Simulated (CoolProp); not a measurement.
Properties of dimethyl ether at several states.

Model: reference Helmholtz-energy equation of state, Wu 2011, in CoolProp.

| T (K) | p (bar) | phase | density (kg/m³) | Joule-Thomson coefficient (K/MPa) | isothermal compressibility (1/MPa) | expansivity (1/kK) |
|---|---|---|---|---|---|---|
| 494.2 | 0.718 | gas | 0.8070 | 4.904 | 13.96 | 2.040 |
| 141.7 | 1.73 | liquid | 870.1 | -0.4304 | 0.0005203 | 1.390 |
| 334.2 | 1.82 | gas | 3.086 | 16.12 | 5.622 | 3.226 |
| 279.7 | 12.5 | liquid | 691.7 | -0.2415 | 0.002320 | 2.178 |
| 278.8 | 15 | liquid | 693.5 | -0.2462 | 0.002277 | 2.158 |
